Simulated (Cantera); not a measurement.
Input: 1 mol Cu, 1.9 mol CO₂, 3.5 mol CO, held at 2.50 mbar.

These are equilibrium values from Cantera (NASA tables, ideal gas, pure condensed phases), not measurements of a reactor. Candidate condensed phases: C, Cu, CuO, Cu₂O; 15 gas species. Rates play no part.

x: gas mole fraction; n: condensed amount in mol.

| T (K) | x CO | x CO₂ | x Cu | x Cu₂ | n Cu(s) | n Cu(l) |
|---|---|---|---|---|---|---|
| 798 | 0.648 | 0.352 | <1e-12 | <1e-12 | 1.00 | 0 |
| 898 | 0.648 | 0.352 | 6.52e-11 | <1e-12 | 1.00 | 0 |
| 998 | 0.648 | 0.352 | ? | <1e-12 | 1.00 | 0 |
| 1098 | 0.648 | 0.352 | 2.23e-7 | 1.73e-12 | 1.000 | 0 |
| 1198 | 0.648 | 0.352 | 4.65e-6 | 1.29e-10 | 1.000 | 0 |
| 1298 | 0.648 | 0.352 | 6.02e-5 | 4.85e-9 | 1.000 | 0 |
| 1398 | 0.648 | 0.352 | ? | ? | 0 | 0.997 |
| 1498 | 0.646 | 0.351 | 0.00318 | 1.23e-6 | 0 | 0.983 |
| 1598 | 0.638 | 0.346 | 0.0154 | 1.09e-5 | 0 | 0.915 |
| 1698 | 0.608 | 0.330 | 0.0619 | 7.41e-5 | 0 | 0.643 |

Problem. Fill in the missing entries.

Solution. 
- 1398, x Cu: 0.000519
- 1398, x Cu₂: 9.98e-8
- 998, x Cu: 5.76e-9
